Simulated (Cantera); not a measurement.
A freely propagating, adiabatic, planar premixed flame of CH₄ : C₂H₆ : C₃H₈ : O₂ : N₂ = 1 : 1.2 : 0.3 : 4.2 : 20.7 (molar parts), unburnt at 400 K and 4050 Torr; mixture-averaged transport, grid criteria slope 0.08 and curve 0.16, no radiation.

Detailed kinetics in Cantera: GRI-Mech 3.0 (53 species, 325 reactions). Burning velocities carry a grid error of a few per cent, more on coarse grids.

### Question
Predict: laminar burning velocity; thermal thickness; peak x(HCO); peak x(CH₂O).

### Answer
```
Quantity                      Value
------------------------  ---------
laminar burning velocity  6.03 cm/s
thermal thickness          0.481 mm
peak x(HCO)                 1.78e-6
peak x(CH₂O)                0.00162
```
